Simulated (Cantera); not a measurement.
A freely propagating, adiabatic, planar premixed flame of CH4 : C2H6 : O2 : N2 = 1 : 0.066 : 1.86 : 4.83 (molar parts), equivalence ratio 1.2, unburnt at 348 K and 0.620 bar; mixture-averaged transport, grid criteria slope 0.08 and curve 0.16, no radiation.

Detailed kinetics in Cantera: GRI-Mech 3.0 (53 species, 325 reactions). Burning velocities carry a grid error of a few per cent, more on coarse grids.

Predict: laminar burning velocity; thermal thickness; peak x(C2H2); peak x(C2H); peak x(CO).


```json
{
  "laminar_burning_velocity": "91.0 cm/s",
  "thermal_thickness": "0.423 mm",
  "peak x(C2H2)": "0.000852",
  "peak x(C2H)": "3.19e-6",
  "peak x(CO)": "0.0892"
}
```
